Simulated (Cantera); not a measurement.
Input: 1 mol Al(CH₃)₃, 0.56 mol NH₃, 1.4 mol N₂, 0.82 mol N₂O, at 10.0 Torr.

Method: chemical equilibrium by Gibbs-energy minimisation in Cantera with the NASA 1993 tables (ideal gas, pure condensed phases). Candidate condensed phases: Al, AlN, Al₂O₃, C, C₆H₆, C₇H₈, C₈H₁₈, H₂O; 148 gas species. The feed counts by its element totals alone. Equilibrium is a limit: real reactors are often held back by kinetics, nucleation or transport.

Question: At 1427 °C, list the 5 most abundant gas species with their mole fractions, and the condensed phases.

Answer: H₂ 0.653, N₂ 0.244, CO 0.100, HCN 0.00146, H 0.00103. Condensed: AlN(s) + C(graphite).
